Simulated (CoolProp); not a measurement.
A simple Rankine cycle with R1336mzz(E): condensing at 317.15 K, boiler at 1.96 MPa, turbine inlet 401 K, turbine efficiency 0.65, pump efficiency 0.7, no recuperator. Each further row changes one setting.

The numbers come from the reference Helmholtz-energy equation of state, Akasaka 2023 in CoolProp.

```csv
case,thermal efficiency (%),net work (kJ/kg),heat in (kJ/kg),turbine exit temperature (K),volume ratio over the turbine
as stated,8.2,15.1,185,358.0,6.69
condensing temperature 309.15 K,9.1,17.7,196,353.8,8.63
boiler pressure 1.37 MPa,6.9,13.5,196,371.6,4.16
turbine efficiency 0.55,6.8,12.5,185,360.9,6.76
```
